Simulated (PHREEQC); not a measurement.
A solution holds 2.5 mol K2CO3 per kg of water, at 25 °C. Closed to the air; pH follows from the charge balance.

All values are PHREEQC results (Pitzer model, pitzer.dat), not measurements.

Question: The ionic strength comes out as 7.49 mol/kgw. What activity coefficients do HCO3-, CO3-2, OH-, K+ get?

Answer: HCO3- 0.46, CO3-2 0.18, OH- 2.7, K+ 0.45. Single-ion values are on the MacInnes scale.

Precipitation was switched off in this run. In brines, pH and single-ion activities rest on the MacInnes convention.
